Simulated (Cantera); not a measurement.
A perfectly stirred reactor is fed with CH4 : CO2 = 1 : 1.9 (molar parts), at 0.950 bar; it is held at 2125 K, and followed from long to short residence time.

Detailed kinetics in Cantera: GRI-Mech 3.0 (53 species, 325 reactions).

Q: What does this change do: temperature 2125 to 1975 K?

A: 
```tsv
quantity	before	after
x(CH4) at τ = 28.0 s	8.28e-6	8.16e-5
x(CO2) at τ = 28.0 s	0.0515	0.0551
x(CO) at τ = 28.0 s	0.540	0.536
x(C2H6) at τ = 28.0 s	3.31e-12	2.23e-10
x(HO2) at τ = 28.0 s	1.07e-10	1.08e-11
x(CH4) at τ = 56.0 ms	0.00307	0.00986
x(CO2) at τ = 56.0 ms	0.0570	0.0837
x(CO) at τ = 56.0 ms	0.532	0.493
x(C2H6) at τ = 56.0 ms	4.05e-7	3.67e-6
x(HO2) at τ = 56.0 ms	1.02e-10	1.97e-11
```

Q: What does this change do: temperature 2125 to 1973 K?

A: 
```tsv
quantity	before	after
x(CH4) at τ = 28.0 s	8.28e-6	8.43e-5
x(CO2) at τ = 28.0 s	0.0515	0.0552
x(CO) at τ = 28.0 s	0.540	0.536
x(C2H6) at τ = 28.0 s	3.31e-12	2.36e-10
x(HO2) at τ = 28.0 s	1.07e-10	1.04e-11
x(CH4) at τ = 56.0 ms	0.00307	0.01000
x(CO2) at τ = 56.0 ms	0.0570	0.0843
x(CO) at τ = 56.0 ms	0.532	0.493
x(C2H6) at τ = 56.0 ms	4.05e-7	3.77e-6
x(HO2) at τ = 56.0 ms	1.02e-10	1.93e-11
```
